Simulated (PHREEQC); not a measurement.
Solution (20 °C): 4.6 mol/kgw KOH, 0.46 mol/kgw H3BO3 and 0.19 mol/kgw KBr. Closed to the air; pH follows from the charge balance.

Computed with PHREEQC (Pitzer model, pitzer.dat).

No solid was allowed to form.

Predict the pH, density, osmotic coefficient.

pH 15.34; density 1.219 g/cm³; osmotic coefficient 1.406.

In brines, pH and single-ion activities rest on the MacInnes convention.
